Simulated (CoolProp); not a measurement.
The fluid at 298.15 K and 0.971 MPa is compressed adiabatically to 3.72 MPa with isentropic efficiency 0.8. The same conditions are run with several fluids, on thermodynamics alone (safety and materials aside).

Model: reference Helmholtz-energy equation of state of each fluid (CH2F2 (R32): Tillner-Roth 1997; ethylene: Smukala 2000; sulfur hexafluoride: Guder 2009; dry air: Lemmon 2000), in CoolProp. Blends and air are pseudo-pure fits.

```json
[
 {"fluid": "CH2F2 (R32)", "work (kJ/kg)": "77.5", "final temperature (K)": "?", "final density (kg/m³)": "69.2"},
 {"fluid": "ethylene", "work (kJ/kg)": "157", "final temperature (K)": "401.4", "final density (kg/m³)": "33.9"},
 {"fluid": "sulfur hexafluoride", "work (kJ/kg)": "24.6", "final temperature (K)": "?", "final density (kg/m³)": "257"},
 {"fluid": "dry air", "work (kJ/kg)": "?", "final temperature (K)": "?", "final density (kg/m³)": "27.1"}
]
```

**Question.** Complete the blanks.

**Answer.** 
- CH2F2 (R32), final temperature (K): 401.9
- sulfur hexafluoride, final temperature (K): 352.9
- dry air, work (kJ/kg): 176
- dry air, final temperature (K): 471.9
